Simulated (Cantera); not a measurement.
Cantera with NASA thermochemical tables; ideal gases at 1 bar, condensed phases pure. Values are per mole of reaction as written; species without (g) are pure solids or liquids, kept so even where they would boil at 1 bar. TiC: taken at fixed stoichiometry.

**Question.** Between 1675 and 1875 K, where is each reaction favourable under standard conditions?
- 2 H₂(g) + TiC → Ti + CH₄(g)

**Answer.** 
- 2 H₂(g) + TiC → Ti + CH₄(g): ΔG° is 257 kJ at 1675 K and 276 kJ at 1875 K; it stays positive (K < 1). ΔH° is 101 kJ and ΔS° -93 J/K at 1875 K.
